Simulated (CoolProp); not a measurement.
Properties of n-heptane along the isotherm 326.85 °C.

Model: reference Helmholtz-energy equation of state, Span 2003, in CoolProp. It is a short technical equation, of lower accuracy than the large ones.

```csv
p (MPa),phase,conductivity (mW/(m K)),Prandtl number
0.0439,gas,45.4,0.740
0.0998,gas,45.6,0.739
0.227,gas,46.0,0.736
0.517,gas,47.1,0.735
1.18,gas,49.5,0.753
2.68,gas,54.7,0.926
6.09,supercritical,66.5,2.35
13.9,supercritical,80.7,2.79
```

Viscosity comes from a separate model (Michailidou 2014). Thermal conductivity comes from a separate model (Assael 2013).
